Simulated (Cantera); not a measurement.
A closed system holds: 1 mol CF4, 0.18 mol H2, at 503 Torr.

These are equilibrium values from Cantera (NASA tables, ideal gas, pure condensed phases), not measurements of a reactor. Candidate condensed phases: C, C6H6, C7H8, C8H18; 95 gas species. The tables' values for C2F4 are old estimates; treat these amounts as uncertain. Gases not in the tables: C2F6 and larger saturated fluorocarbons. Rates play no part.

x: gas mole fraction; n: condensed amount in mol.

```
T (K)       x CF4         x F   x HF   x CF2       x CF3        x CF   x C2F4  n C(graphite)
-----  ----------  ----------  -----  ------  ----------  ----------  -------  -------------
2175        0.669     0.00640  0.276  0.0421     0.00703     6.55e-5  1.52e-5         0.0622
2225        0.651     0.00942  0.273  0.0583     0.00909    0.000118  2.09e-5         0.0514
2275        0.627      0.0136  0.268  0.0792      0.0115    0.000207  2.79e-5         0.0373
2325        0.597      0.0193  0.263   0.105      0.0143    0.000352  3.64e-5         0.0192
2375        0.564      0.0274  0.257   0.133      0.0172    0.000553  4.32e-5              0
2425        0.547      0.0425  0.253   0.137      0.0189    0.000636  3.50e-5              0
2475        0.523      0.0639  0.248   0.144      0.0206    0.000751  2.95e-5              0
2525        0.490  (withheld)  0.240   0.154  (withheld)  (withheld)  2.59e-5              0
2575   (withheld)  (withheld)  0.230   0.166      0.0242  (withheld)  2.37e-5              0
2625        0.398       0.175  0.218   0.181      0.0257     0.00148  2.23e-5              0
2675        0.340       0.227  0.205   0.199      0.0268     0.00196  2.15e-5              0
2725        0.277       0.284  0.190   0.219      0.0273     0.00265  2.09e-5              0
```

Some entries are withheld; supply them.


- 2525, x F: 0.0926
- 2525, x CF3: 0.0224
- 2525, x CF: 0.000913
- 2575, x CF4: 0.448
- 2575, x F: 0.130
- 2575, x CF: 0.00114
